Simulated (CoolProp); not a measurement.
R114 along the isotherm 156.05 °C: density (kg/m³) from the reference equation and from simpler models built on Tc = 147.5 °C, pc = 3352 kPa, ω = 0.252; each cubic takes its own stable root.

Values from CoolProp's reference Helmholtz-energy equation of state, Platzer 1990. This equation is an older, rougher fit; its heat capacities, sound speeds and derivatives of the liquid may be far off and weren't checked against measurements.

| p (kPa) | phase | reference |
|---|---|---|
| 66.4 | gas | 3.200 |
| 126 | gas | 6.108 |
| 239 | gas | 11.72 |
| 452 | gas | 22.65 |
| 858 | gas | 44.98 |
| 1630 | gas | 94.75 |
| 3080 | gas | 249.8 |
| 5840 | supercritical | 937.3 |
| 11100 | supercritical | 1087 |
| 21000 | supercritical | 1201 |

Problem. How far does each simpler model (ideal gas, Redlich-Kwong, Peng-Robinson) lie from the reference over these 10 states: mean and median of the absolute difference, and the worst?

Solution. 
- ideal gas: mean 21.3 %, median 12.4 %, worst -70.2 % at 156.05 °C and 5840 kPa
- Redlich-Kwong: mean 1.7 %, median 0.1 %, worst -9.7 % at 156.05 °C and 5840 kPa
- Peng-Robinson: mean 2.2 %, median 1.3 %, worst +9.7 % at 156.05 °C and 21000 kPa
